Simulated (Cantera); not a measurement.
A perfectly stirred reactor is fed with C2H4 : H2 : N2 = 1 : 20 : 0.3 (molar parts), at 0.000430 bar; it is held at 1700 K, and followed from long to short residence time.

Model: GRI-Mech 3.0 (53 species, 325 reactions), integrated in Cantera. GRI-Mech 3.0 was tuned for natural gas; its chemistry of ethylene as a main component is partial and can be far from experiment. GRI-Mech 3.0 stops at C3 and has no aromatics, soot or wall deposition, so with more carbon than oxygen in the feed, carbon stays in small species such as C2H2 where larger ones or solid carbon would form. Radical loss at walls, strong at low pressure, is not modelled.

x: mole fraction; the columns are a selection and need not sum to one.

```tsv
τ (s)	x C2H4	x H2	x C2H2	x C2H6	x CH4
0.42	0.0293	0.940	0.0168	3.39e-9	(withheld)
0.13	0.0400	0.939	0.00662	4.08e-9	(withheld)
0.041	0.0446	0.939	0.00225	3.64e-9	(withheld)
0.013	0.0462	0.939	0.000732	2.36e-9	(withheld)
0.0040	0.0467	0.939	0.000227	1.01e-9	4.65e-10
0.0012	0.0469	0.939	6.82e-5	2.79e-10	2.33e-11
0.00039	0.0469	0.939	2.22e-5	5.73e-11	<1e-12
```

Fill in the missing entries.


- 0.42, x CH4: 5.12e-7
- 0.13, x CH4: 1.25e-7
- 0.041, x CH4: 2.66e-8
- 0.013, x CH4: 4.54e-9
